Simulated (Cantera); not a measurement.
Predominance diagram of Ca at 1152 °C against the partial pressures of O2 and Cl2 (log10, bar). Source: NASA polynomial tables (part measured, part estimated), evaluated in Cantera. Candidates: Ca(l), CaCl2(l), CaO(s). Only these pure phases compete in this equilibrium. Not in the tables: oxide halides.

```
log p(Cl2) \ log p(O2)
        columns: -16, -14.9, -13.7, -12.6, -11.4, -10.3, -9.1, -8, -6.9, -5.7, -4.6, -3.4, -2.3, -1.1, 0
      0  A A A A A A A A A A A A A A A
   -1.2  A A A A A A A A A A A A A A A
   -2.3  A A A A A A A A A A A A A A A
   -3.5  A A A A A A A A A A A A A A A
   -4.6  A A A A A A A A A A A A A B B
   -5.8  A A A A A A A A A A A B B B B
   -6.9  A A A A A A A A A B B B B B B
   -8.1  A A A A A A A B B B B B B B B
   -9.2  A A A A A B B B B B B B B B B
  -10.4  A A A B B B B B B B B B B B B
  -11.5  A B B B B B B B B B B B B B B
  -12.7  B B B B B B B B B B B B B B B
  -13.8  B B B B B B B B B B B B B B B
    -15  B B B B B B B B B B B B B B B
```

A: CaCl2(l); B: CaO(s).
